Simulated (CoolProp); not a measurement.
Model: reference Helmholtz-energy equation of state, Lemmon 2006, in CoolProp. It is a short technical equation, of lower accuracy than the large ones.

Task: For carbon monoxide, give the phase and the density (kg/m³), Joule-Thomson coefficient (K/MPa), isothermal compressibility (1/MPa) at 143 K and 3.75 MPa; 143 K and 9.99 MPa; 143 K and 13.7 MPa.

Result: 
- 143 K and 3.75 MPa: supercritical; density 141, Joule-Thomson coefficient 8.41, isothermal compressibility 0.490
- 143 K and 9.99 MPa: supercritical; density 511, Joule-Thomson coefficient 0.715, isothermal compressibility 0.0306
- 143 K and 13.7 MPa: supercritical; density 556, Joule-Thomson coefficient 0.290, isothermal compressibility 0.0172
